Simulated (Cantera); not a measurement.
What does this Cantera script print?

```python
import numpy as np
import cantera as ct

gas_names = [...]  # 148 gases of nasa_gas.yaml made of Al, C, H, N, O
cond_names = """
    AL(cr) AL(L) ALN(s) AL2O3(a) AL2O3(L) C(gr) C6H6(L) C7H8(L) C8H18(L),n-octa H2O(s) H2O(L)
""".split()


# ... load() reads the species with a 1 bar reference pressure and builds the phases ...
atoms = {
    'Al(CH3)3': {'AL': 1, 'C': 3, 'H': 9},
    'H2O': {'H': 2, 'O': 1},
    'N2': {'N': 2},
}
top_T = {'ALN(s)': 2750, 'C(gr)': 4500}  # K; cautious upper limits of use, not melting points


# ... equilibrate(T, P, feed) seeds the gas with the atoms and calls Mixture.equilibrate('TP', solver="vcs", rtol=1e-11, max_steps=5000) ...
results = []
feed = {'Al(CH3)3': 1, 'H2O': 2.5, 'N2': 2.1}  # mol
T = 2075  # K
P = 1100  # Pa
mix = equilibrate(T, P, feed)
results.append((T, P, feed, dict(zip(mix.species_names, mix.species_moles))))
x = sorted(zip(gas.X, gas.species_names), reverse=True)
print(f"T = {T:g} K  P = {P:g} Pa  gas = {mix.phase_moles(0):.4g} mol")
print("   x: " + "  ".join(f"{s} {v:.3e}" for v, s in x if v > 0.001))
print("   condensed (mol): " + ("  ".join(f"{mix.phase(i).name} {mix.phase_moles(i):.4g}"
      for i in range(1, mix.n_phases) if mix.phase_moles(i) > 1e-12) or "none"))
```

It prints:

```
T = 2075 K  P = 1100 Pa  gas = 12.7 mol
   x: H2 5.375e-01  CO 1.964e-01  N2 1.623e-01  AL 7.644e-02  H 1.862e-02  HCN 5.788e-03  ALH 1.402e-03
   condensed (mol): C(gr) 0.4103
```

Method: chemical equilibrium by Gibbs-energy minimisation in Cantera with the NASA 1993 tables (ideal gas, pure condensed phases). The feed counts by its element totals alone.
